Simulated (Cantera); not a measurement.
A Cantera script and its output.

```python
import numpy as np
import cantera as ct

gas = ct.Solution("gri30.yaml")
gas.TPX = 473, 940000, {'CH4': 1, 'H2': 0.36, 'O2': 1.98, 'N2': 7.45, 'H2O': 0.85}
flame = ct.FreeFlame(gas, width=0.0083)
flame.set_refine_criteria(ratio=3, slope=0.08, curve=0.16)
flame.transport_model = "mixture-averaged"
flame.solve(loglevel=0, auto=True)
z, T = flame.grid, flame.T
thick = (T[-1] - T[0]) / np.gradient(T, z).max()
show = ['CH4', 'H2', 'O2', 'NO', 'CH2O', 'CO']
print(f"laminar burning velocity  {flame.velocity[0] * 100:.3f} cm/s")
print(f"burnt temperature         {T[-1]:.1f} K")
print(f"thermal thickness         {thick * 1e3:.4f} mm")
print(f"grid points               {len(z)}")
z0 = z[flame.heat_release_rate.argmax()]
print(f"{'z/mm':>9s}{'T/K':>9s}{'u/(m/s)':>9s}" + "".join(f"{s:>11s}" for s in show))
rows = []
for k in (-3, -2, -1.5, -1, -0.5, -0.25, 0, 0.25, 0.5, 1, 2, 4, 8):
    zz = z0 + k * thick
    rows.append([k * thick, np.interp(zz, z, T), np.interp(zz, z, flame.velocity),
                 *(np.interp(zz, z, flame.X[gas.species_index(s)]) for s in show)])
    print(f"{rows[-1][0] * 1e3:9.3f}{rows[-1][1]:9.1f}{rows[-1][2]:9.3f}" + "".join(f"{x:11.3e}" for x in rows[-1][3:]))
```

Output:

```
laminar burning velocity  27.179 cm/s
burnt temperature         2226.7 K
thermal thickness         0.1007 mm
grid points               138
     z/mm      T/K  u/(m/s)        CH4         H2         O2         NO       CH2O         CO
   -0.302    473.9    0.272  8.591e-02  3.032e-02  1.702e-01  4.116e-10  2.777e-07  9.615e-06
   -0.201    481.8    0.277  8.555e-02  2.928e-02  1.699e-01  4.917e-09  4.318e-06  1.089e-04
   -0.151    509.9    0.293  8.408e-02  2.806e-02  1.683e-01  2.745e-08  2.692e-05  5.258e-04
   -0.101    639.7    0.368  7.713e-02  2.601e-02  1.592e-01  2.667e-07  1.979e-04  2.853e-03
   -0.050   1131.4    0.655  4.972e-02  2.334e-02  1.156e-01  4.645e-06  1.163e-03  1.430e-02
   -0.025   1546.5    0.900  2.522e-02  2.206e-02  7.273e-02  1.267e-05  1.157e-03  2.585e-02
    0.000   1926.4    1.123  4.693e-03  1.983e-02  2.902e-02  2.343e-05  3.174e-04  3.411e-02
    0.025   2084.5    1.210  2.042e-04  1.661e-02  8.885e-03  3.663e-05  3.224e-05  2.897e-02
    0.050   2138.1    1.236  6.421e-06  1.543e-02  3.784e-03  4.384e-05  1.314e-06  2.355e-02
    0.101   2182.7    1.259  2.902e-08  1.479e-02  1.455e-03  4.870e-05  6.903e-09  2.037e-02
    0.201   2210.1    1.273  6.279e-11  1.428e-02  4.971e-04  5.139e-05  1.101e-09  1.938e-02
    0.403   2222.4    1.279  4.463e-13  1.401e-02  1.643e-04  5.303e-05  1.025e-09  1.907e-02
    0.806   2226.2    1.281  1.848e-13  1.393e-02  8.127e-05  5.454e-05  1.001e-09  1.898e-02
```

Model: GRI-Mech 3.0 (53 species, 325 reactions), integrated in Cantera. Burning velocities carry a grid error of a few per cent, more on coarse grids.
